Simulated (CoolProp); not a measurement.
Oxygen along the isotherm 143.9 K: fugacity coefficient from the reference equation and from simpler models built on Tc = 154.6 K, pc = 50.46 bar, ω = 0.022; each cubic takes its own stable root.

The numbers come from the reference Helmholtz-energy equation of state, Schmidt 1985 in CoolProp.

```
p (bar)   phase  reference
-------  ------  ---------
0.399       gas     0.9968
0.819       gas     0.9933
1.68        gas     0.9864
3.45        gas     0.9720
7.09        gas     0.9426
14.6        gas     0.8824
29.9        gas     0.7583
61.4     liquid     0.4321
126      liquid     0.2576
```

**Question.** How far does each simpler model (van der Waals, Redlich-Kwong) lie from the reference over these 9 states: mean and median of the absolute difference, and the worst?

**Answer.** 
- van der Waals: mean 5.5 %, median 0.8 %, worst +25.5 % at 143.9 K and 126 bar
- Redlich-Kwong: mean 0.5 %, median 0.1 %, worst +2.6 % at 143.9 K and 126 bar
